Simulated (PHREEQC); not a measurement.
## Brine: speciation

Consider water at 20 °C with 1.8 mol/kgw H2SO4, 0.11 mol/kgw KCl and 0.42 mol/kgw KBr. Closed to the air; pH follows from the charge balance.

The numbers come from PHREEQC with the Pitzer model, pitzer.dat.

No solid was allowed to form.

### Question
Estimate the pH.

### Answer
pH -0.64.

### Question
In which forms is S present?

### Answer
HSO4- 80 %, SO4-2 20 % of the S.

Complexes and solids missing from the database can't appear. In brines, pH and single-ion activities rest on the MacInnes convention.
